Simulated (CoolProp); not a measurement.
p-xylene along the isotherm 217.25 °C: fugacity coefficient from the reference equation and from simpler models built on Tc = 343.0 °C, pc = 3.532 MPa, ω = 0.324; each cubic takes its own stable root.

Values from CoolProp's reference Helmholtz-energy equation of state, Zhou 2012.

```csv
p (MPa),phase,reference,van der Waals,Redlich-Kwong,Peng-Robinson
0.112,gas,0.9743,0.9839,0.9795,0.9759
0.188,gas,0.9569,0.9729,0.9656,0.9597
0.318,gas,0.9270,0.9542,0.9420,0.9320
0.537,gas,0.8766,0.9227,0.9024,0.8858
0.906,liquid,0.5542,0.8694,0.7862,0.5640
1.53,liquid,0.3363,0.7082,0.4798,0.3424
2.58,liquid,0.2077,0.4508,0.2991,0.2117
4.35,liquid,0.1319,0.3003,0.1928,0.1346
7.35,liquid,0.08752,0.2150,0.1309,0.08950
12.4,liquid,0.06271,0.1735,0.09704,0.06425
20.9,liquid,0.05086,0.1691,0.08269,0.05214
35.3,liquid,0.05042,0.2236,0.08795,0.05154
```

At some of these states van der Waals gives the other phase, because its saturation line lies elsewhere.
